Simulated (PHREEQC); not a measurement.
Consider water at 25 °C with 5.6 mmol/kgw H2SO4, 2.8 mmol/kgw Na2SO4 and 0.037 mmol/kgw H4SiO4. Closed to the air; pH follows from the charge balance.

All values are PHREEQC results (ion-association model, phreeqc.dat), not measurements.

Precipitation was switched off in this run.

Task: Order these S species by the share of S that they hold, largest first: HSO4-, NaSO4-, SO4-2.

Result: SO4-2 (66 %), HSO4- (33 %), NaSO4- (1.1 %)

The pH is 2.12 and the ionic strength 0.0195 mol/kgw.
